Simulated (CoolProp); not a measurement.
Dimethyl ether along the isobar 6900 kPa: Z from the reference equation and from simpler models built on Tc = 400.4 K, pc = 5337 kPa, ω = 0.196; each cubic takes its own stable root.

Model: reference Helmholtz-energy equation of state, Wu 2011, in CoolProp.

| T (K) | phase | reference |
|---|---|---|
| 304.5 | liquid | 0.1891 |
| 332.1 | liquid | 0.1860 |
| 359.6 | liquid | 0.1880 |
| 387.2 | liquid | 0.2006 |
| 414.8 | supercritical | 0.2999 |
| 442.3 | supercritical | 0.5858 |
| 469.9 | supercritical | 0.6986 |
| 497.4 | supercritical | 0.7670 |
| 525 | supercritical | 0.8146 |

Problem. How far does each simpler model (van der Waals, Redlich-Kwong, Peng-Robinson) lie from the reference over these 9 states: mean and median of the absolute difference, and the worst?

Solution. 
- van der Waals: mean 28.7 %, median 17.4 %, worst +58.2 % at 304.5 K and 6900 kPa
- Redlich-Kwong: mean 8.9 %, median 11.6 %, worst +20.2 % at 387.2 K and 6900 kPa
- Peng-Robinson: mean 2.8 %, median 0.8 %, worst +11.6 % at 414.8 K and 6900 kPa
